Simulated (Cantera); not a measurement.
# Silicon carbide growth: SiHCl3 + CH4 + H2

Input: 1 mol SiHCl3, 0.021 mol CH4, 39 mol H2, at 0.220 bar.

Cantera equilibrium calculation (NASA polynomials, part measured and part estimated; ideal gas, pure solids and liquids). Candidate condensed phases: C, C6H6, C7H8, C8H18, Si, SiC; 109 gas species. Mutual solubility and eutectic melting of coexisting phases are not modelled. The tables' values for SiCl3, SiCl are old estimates; treat these amounts as uncertain. Gases not in the tables: Si2H6 and higher silanes. The numbers say what is thermodynamically allowed, not how fast it happens.

From 1277 °C to 1377 °C the condensed part is Si(s) + SiC(s). From 1427 °C to 1877 °C the condensed part is Si(l) + SiC(s). The main Si-bearing gas is SiCl2 throughout. The share of Si in condensed phases is highest at 1777 °C (64.2 %) and lowest at 1427 °C (56.7 %).

```tsv
T (°C)	log p H2	log p HCl	log p SiCl2	log p H	log p Si	n Si(s)	n SiC(s)	n Si(l)
1277	-0.69	-1.94	-2.68	-4.84	-7.48	0.558	0.0209	0
1327	-0.69	-1.94	-2.66	-4.61	-7.01	0.553	0.0209	0
1377	-0.69	-1.94	-2.65	-4.38	-6.57	0.547	0.0209	0
1427	-0.69	-1.94	-2.65	-4.17	-6.17	0	0.0209	0.546
1477	-0.69	-1.94	-2.66	-3.98	-5.82	0	0.0209	0.564
1527	-0.69	-1.93	-2.68	-3.79	-5.50	0	0.0208	0.580
1577	-0.69	-1.92	-2.70	-3.61	-5.19	0	0.0208	0.594
1627	-0.69	-1.92	-2.71	-3.44	-4.90	0	0.0207	0.606
1677	-0.69	-1.91	-2.73	-3.28	-4.62	0	0.0206	0.615
1727	-0.69	-1.91	-2.75	-3.13	-4.36	0	0.0204	0.621
1777	-0.69	-1.90	-2.76	-2.99	-4.11	0	0.0199	0.622
1827	-0.69	-1.90	-2.78	-2.85	-3.87	0	0.0191	0.616
1877	-0.69	-1.90	-2.80	-2.72	-3.65	0	0.0174	0.599
```
log p: log10 of the partial pressure in bar; n: condensed amount in mol.
